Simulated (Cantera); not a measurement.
A closed system holds: 1 mol C₃H₈, 67 mol H₂, a varied amount of N₂, equilibrated at 1200000 Pa.

Cantera equilibrium calculation (NASA polynomials, part measured and part estimated; ideal gas, pure solids and liquids). Candidate condensed phases: C, C₆H₆, C₇H₈, C₈H₁₈; 92 gas species. Rates play no part.

Question: What condenses at these points (T in K, n(N₂) in mol): (1950, 6.9); (2250, 10); (1200, 3.6); (1950, 20); (2700, 10)?

Answer: 
```csv
T (K),n(N₂) in mol,condensed phases,C condensed (%)
1950,6.9,C,75.6
2250,10,C,45.1
1200,3.6,gas only,0.0
1950,20,C,70.8
2700,10,gas only,0.0
```
